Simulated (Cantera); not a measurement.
An isothermal, constant-pressure homogeneous reactor starts with CH₄ : N₂ = 1 : 14 (molar parts), at 1900 K and 760 Torr. Integrator tolerance rtol = 1e-08.

Cantera simulation using GRI-Mech 3.0 (53 species, 325 reactions); the numbers are that mechanism's predictions, not measurements. GRI-Mech 3.0 stops at C3 and has no aromatics, soot or wall deposition, so with more carbon than oxygen in the feed, carbon stays in small species such as C2H2 where larger ones or solid carbon would form.

Problem. What does this change do: CH4 1 to 7.6 parts?

Solution. 
| quantity | before | after |
|---|---|---|
| x(CH₄) at 10.0 s | 0.000143 (gas-phase equilibrium 6.76e-5) | 0.00250 (gas-phase equilibrium 0.00188) |
| x(H₂) at 10.0 s | 0.0934 (gas-phase equilibrium 0.0935) | 0.387 (gas-phase equilibrium 0.388) |
| x(H) at 10.0 s | 0.000243 (gas-phase equilibrium 0.000243) | 0.000494 (gas-phase equilibrium 0.000494) |
| x(C₂H₄) at 10.0 s | 3.54e-5 (gas-phase equilibrium 7.62e-6) | 0.000608 (gas-phase equilibrium 0.000342) |
| x(CH₂) at 10.0 s | 2.33e-8 (gas-phase equilibrium 1.10e-8) | 9.85e-8 (gas-phase equilibrium 7.39e-8) |
| x(CH₃) at 10.0 s | 7.41e-6 (gas-phase equilibrium 3.50e-6) | 6.36e-5 (gas-phase equilibrium 4.78e-5) |

Problem. What does this change do: N2 14 to 5.3 parts?

Solution. 
| quantity | before | after |
|---|---|---|
| x(CH₄) at 10.0 s | 0.000143 (gas-phase equilibrium 6.76e-5) | 0.000695 (gas-phase equilibrium 0.000427) |
| x(H₂) at 10.0 s | 0.0934 (gas-phase equilibrium 0.0935) | 0.204 (gas-phase equilibrium 0.205) |
| x(H) at 10.0 s | 0.000243 (gas-phase equilibrium 0.000243) | 0.000359 (gas-phase equilibrium 0.000359) |
| x(C₂H₄) at 10.0 s | 3.54e-5 (gas-phase equilibrium 7.62e-6) | 0.000169 (gas-phase equilibrium 6.34e-5) |
| x(CH₂) at 10.0 s | 2.33e-8 (gas-phase equilibrium 1.10e-8) | 5.19e-8 (gas-phase equilibrium 3.18e-8) |
| x(CH₃) at 10.0 s | 7.41e-6 (gas-phase equilibrium 3.50e-6) | 2.43e-5 (gas-phase equilibrium 1.49e-5) |
